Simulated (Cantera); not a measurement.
An adiabatic, constant-pressure homogeneous reactor starts with 13.2 % H2, 11.4 % O2, 75.3 % N2, at 1200 K and 10.0 bar.

Computed with Cantera and the H2/O2 subset of GRI-Mech 3.0, which has no nitrogen chemistry. The hydrogen kinetics of GRI-Mech 3.0 are dated; newer H2 mechanisms differ, most at raised pressure.

One state of this run: T (K) = 2139; x H2 = 0.000153; x O2 = 0.0509; x HO2 = 3.49e-6; x OH = 0.00181; x H2O2 = 2.87e-7. x: mole fraction; the columns are a selection and need not sum to one.

**Question.** Which value of t (s) does it belong to?
A. 0.000307
B. 4.82e-5
C. 7.57e-6
D. 3.00e-6

**Answer.** A, 0.000307
